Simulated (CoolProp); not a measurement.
Vapour-liquid equilibrium of R134a (1) + methanol (2) at 0.363 bar; x and y are mole fractions of (1).

Model: multi-fluid Helmholtz-energy mixture model, Tillner-Roth 1994 and de Reuck 1993; pair parameters Bell 2016, in CoolProp.

```json
[
 {"x": "0.05", "bubble temperature (K)": "258.2", "y at the bubble point": "0.960", "dew temperature at overall composition x (K)": "312.5", "liquid density (mol/L)": "24.81"},
 {"x": "0.125", "bubble temperature (K)": "242.9", "y at the bubble point": "0.988", "dew temperature at overall composition x (K)": "310.8", "liquid density (mol/L)": "23.99"},
 {"x": "0.2", "bubble temperature (K)": "…", "y at the bubble point": "0.992", "dew temperature at overall composition x (K)": "308.9", "liquid density (mol/L)": "22.93"},
 {"x": "0.275", "bubble temperature (K)": "236.0", "y at the bubble point": "0.994", "dew temperature at overall composition x (K)": "306.9", "liquid density (mol/L)": "…"},
 {"x": "0.35", "bubble temperature (K)": "234.9", "y at the bubble point": "0.994", "dew temperature at overall composition x (K)": "304.7", "liquid density (mol/L)": "20.84"},
 {"x": "0.425", "bubble temperature (K)": "234.2", "y at the bubble point": "0.995", "dew temperature at overall composition x (K)": "302.2", "liquid density (mol/L)": "19.87"},
 {"x": "0.5", "bubble temperature (K)": "233.5", "y at the bubble point": "0.995", "dew temperature at overall composition x (K)": "…", "liquid density (mol/L)": "18.96"},
 {"x": "0.575", "bubble temperature (K)": "232.8", "y at the bubble point": "0.996", "dew temperature at overall composition x (K)": "…", "liquid density (mol/L)": "18.10"},
 {"x": "0.65", "bubble temperature (K)": "232.0", "y at the bubble point": "0.996", "dew temperature at overall composition x (K)": "292.8", "liquid density (mol/L)": "17.29"},
 {"x": "0.725", "bubble temperature (K)": "231.1", "y at the bubble point": "0.997", "dew temperature at overall composition x (K)": "…", "liquid density (mol/L)": "16.53"},
 {"x": "0.8", "bubble temperature (K)": "230.1", "y at the bubble point": "0.998", "dew temperature at overall composition x (K)": "282.8", "liquid density (mol/L)": "15.81"},
 {"x": "0.875", "bubble temperature (K)": "…", "y at the bubble point": "0.998", "dew temperature at overall composition x (K)": "275.1", "liquid density (mol/L)": "…"},
 {"x": "0.95", "bubble temperature (K)": "227.7", "y at the bubble point": "0.999", "dew temperature at overall composition x (K)": "261.3", "liquid density (mol/L)": "…"}
]
```

Question: Complete the blanks.

Answer: 
- 0.2, bubble temperature (K): 238.1
- 0.275, liquid density (mol/L): 21.87
- 0.5, dew temperature at overall composition x (K): 299.5
- 0.575, dew temperature at overall composition x (K): 296.4
- 0.725, dew temperature at overall composition x (K): 288.4
- 0.875, bubble temperature (K): 228.9
- 0.875, liquid density (mol/L): 15.13
- 0.95, liquid density (mol/L): 14.48

No azeotrope shows between x = 0.05 and 0.95.

Pair parameters are fitted to limited data, so mixtures are less certain than the pure fluids. With so large a gap from Raoult's law the liquid may split in two, which this calculation doesn't test in full.
